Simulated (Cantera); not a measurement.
A perfectly stirred reactor is fed with 52.4 % CH4, 39.3 % H2O, 8.38 % H2, at 71000 Pa; it is held at 1600 K, and followed from long to short residence time.

Model: GRI-Mech 3.0 (53 species, 325 reactions), integrated in Cantera. GRI-Mech 3.0 stops at C3 and has no aromatics, soot or wall deposition, so with more carbon than oxygen in the feed, carbon stays in small species such as C2H2 where larger ones or solid carbon would form.

x: mole fraction; the columns are a selection and need not sum to one.

| τ (s) | x CH4 | x H2O | x H2 | x CH2O | x C2H6 | x O2 |
|---|---|---|---|---|---|---|
| 7.5 | 0.0494 | 0.112 | 0.642 | 1.16e-7 | 1.28e-5 | <1e-12 |
| 3.4 | 0.0631 | 0.153 | 0.602 | 1.90e-7 | 1.97e-5 | 1.37e-12 |
| 1.6 | 0.0824 | 0.195 | 0.557 | 3.18e-7 | 3.21e-5 | 2.15e-12 |
| 0.71 | ___ | ___ | ___ | ___ | ___ | 3.24e-12 |
| 0.32 | 0.158 | 0.273 | 0.441 | 9.33e-7 | 0.000113 | 4.63e-12 |
| 0.15 | 0.215 | 0.302 | 0.378 | 1.48e-6 | 0.000211 | 6.55e-12 |
| 0.067 | 0.287 | 0.328 | 0.305 | 2.32e-6 | 0.000389 | 9.71e-12 |
| 0.031 | ___ | 0.350 | ___ | ___ | ___ | 1.38e-11 |
| 0.014 | 0.421 | 0.368 | 0.175 | 4.57e-6 | 0.000945 | 1.71e-11 |
| 0.0064 | 0.468 | 0.380 | 0.132 | 5.41e-6 | 0.00120 | 1.60e-11 |
| 0.0029 | 0.497 | 0.388 | 0.105 | 5.39e-6 | 0.00126 | 1.02e-11 |

Some entries are withheld; supply them.


- 0.71, x CH4: 0.113
- 0.71, x H2O: 0.237
- 0.71, x H2: 0.502
- 0.71, x CH2O: 5.55e-7
- 0.71, x C2H6: 5.90e-5
- 0.031, x CH4: 0.358
- 0.031, x H2: 0.236
- 0.031, x CH2O: 3.38e-6
- 0.031, x C2H6: 0.000639
